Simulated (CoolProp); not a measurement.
Vapour-liquid equilibrium of toluene (1) + n-octane (2) at 14.15 °C; x and y are mole fractions of (1).

The numbers come from the multi-fluid Helmholtz-energy mixture model, Lemmon 2006 and Beckmüller 2019; pair parameters Bell 2016 in CoolProp.

Question: Give the bubble pressure and the first vapour's composition at x = 0.05, 0.65, 0.95. Is there an azeotrope?

Answer: x = 0.05: 1.099 kPa, y = 0.145; x = 0.65: 1.902 kPa, y = 0.777; x = 0.95: 2.093 kPa, y = 0.961. No azeotrope shows between x = 0.05 and 0.95.

The pair parameters rest on a limited set of measurements; away from them the model extrapolates.
